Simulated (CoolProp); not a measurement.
Vapour-liquid equilibrium of dimethyl carbonate (1) + n-decane (2) at 399.8 K; x and y are mole fractions of (1).

Computed with CoolProp (multi-fluid Helmholtz-energy mixture model, Zhou 2011 and Lemmon 2006; pair parameters Bell 2016).

Question: Give the bubble pressure and the first vapour's composition at x = 0.05, 0.65, 0.85. Is there an azeotrope?

Answer: x = 0.05: 0.07459 MPa, y = 0.667; x = 0.65: 0.2422 MPa, y = 0.922; x = 0.85: 0.2641 MPa, y = 0.951. No azeotrope shows between x = 0.05 and 0.95.

The pair parameters rest on a limited set of measurements; away from them the model extrapolates. With so large a gap from Raoult's law the liquid may split in two, which this calculation doesn't test in full.
